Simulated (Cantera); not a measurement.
Feed: 1 mol AlCl3, 27 mol O2, 3.1 mol H2, 1.7 mol HCl, held at 7.30 mbar.

These are equilibrium values from Cantera (NASA tables, ideal gas, pure condensed phases), not measurements of a reactor. Candidate condensed phases: Al, AlCl3, Al2O3, H2O; 29 gas species. The numbers say what is thermodynamically allowed, not how fast it happens.

Problem. At 1150 K, list the 5 most abundant gas species with their mole fractions, and the condensed phases.

Solution. O2 0.800, HCl 0.139, H2O 0.0550, Cl2 0.00359, Cl 0.00192. Condensed: Al2O3(s).
